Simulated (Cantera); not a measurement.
Standard-state values (1 bar) from the NASA 1993 polynomials, evaluated with Cantera. Values are per mole of reaction as written; species without (g) are pure solids or liquids, kept so even where they would boil at 1 bar.

Problem. Between 300 and 775 K, where is each reaction favourable under standard conditions?
- 2 TiCl3 + 2 HCl(g) = 2 TiCl4(g) + H2(g)

Solution. 
- 2 TiCl3 + 2 HCl(g) = 2 TiCl4(g) + H2(g): ΔG° is 46 kJ at 300 K and -36 kJ at 775 K; it changes sign between 525 and 575 K. ΔH° is 89 kJ and ΔS° 162 J/K at 775 K.
